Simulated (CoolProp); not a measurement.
Vapour-liquid equilibrium of CH2F2 (R32) (1) + R143a (2) at 578 kPa; x and y are mole fractions of (1).

Model: multi-fluid Helmholtz-energy mixture model, Tillner-Roth 1997 and Lemmon and Jacobsen 2000; pair parameters Bell 2016, in CoolProp.

| x | bubble temperature (K) | y at the bubble point | dew temperature at overall composition x (K) | liquid density (mol/L) |
|---|---|---|---|---|
| 0.05 | [?] | 0.076 | 270.2 | [?] |
| 0.2 | 267.3 | 0.269 | 268.2 | [?] |
| 0.35 | 265.4 | 0.425 | 266.3 | 14.53 |
| 0.5 | 264.1 | 0.559 | [?] | 15.69 |
| 0.65 | 263.2 | 0.683 | 263.4 | [?] |
| 0.8 | 262.8 | 0.808 | 262.8 | 18.53 |
| 0.95 | 262.8 | 0.947 | 262.8 | [?] |

Problem. Complete the blanks.

Solution. 
- 0.05, bubble temperature (K): 269.9
- 0.05, liquid density (mol/L): 12.57
- 0.2, liquid density (mol/L): 13.50
- 0.5, dew temperature at overall composition x (K): 264.6
- 0.65, liquid density (mol/L): 17.01
- 0.95, liquid density (mol/L): 20.29

y crosses x between x = 0.8 and 0.95: the model has an azeotrope there.

Pair parameters are fitted to limited data, so mixtures are less certain than the pure fluids.
